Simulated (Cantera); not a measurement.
Input: 1 mol CHF3, 0.29 mol Si, 2.6 mol H2, equilibrated at 3027 °C and 1.00 Torr.

These are equilibrium values from Cantera (NASA tables, ideal gas, pure condensed phases), not measurements of a reactor. Candidate condensed phases: C, C6H6, C7H8, C8H18, Si, SiC; 113 gas species. The tables' values for SiF, SiF2, SiF3 are old estimates; treat these amounts as uncertain. Kinetics and transport are ignored.

**Question.** What is the equilibrium state?

**Answer.** 
| Item | Result |
|---|---|
| x(H) | 0.564 |
| x(F) | 0.203 |
| x(HF) | 0.113 |
| x(C) | 0.0637 |
| x(Si) | 0.0244 |
| x(C3) | 0.00837 |
| x(C2) | 0.00719 |
| x(CF) | 0.00518 |
| x(SiF) | 0.00473 |
| gas amount | 9.073 mol |
| log10 activity of C(graphite) (absent) | -0.90 |
| log10 activity of Si(l) (absent) | -4.12 |
